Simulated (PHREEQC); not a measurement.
Solution (30 °C): 3.3 mmol/kgw ZnSO4, 0.097 mmol/kgw KCl and 0.075 mmol/kgw HCl. Closed to the air; pH follows from the charge balance.

Model: ion-association model, phreeqc.dat, run in PHREEQC.

**Question.** The ionic strength comes out as 0.0105 mol/kgw. What activity coefficients do Zn+2, HSO4-, K+, KSO4-, SO4-2 get?

**Answer.** Zn+2 0.66, HSO4- 0.90, K+ 0.90, KSO4- 0.90, SO4-2 0.66.

Precipitation was switched off in this run.
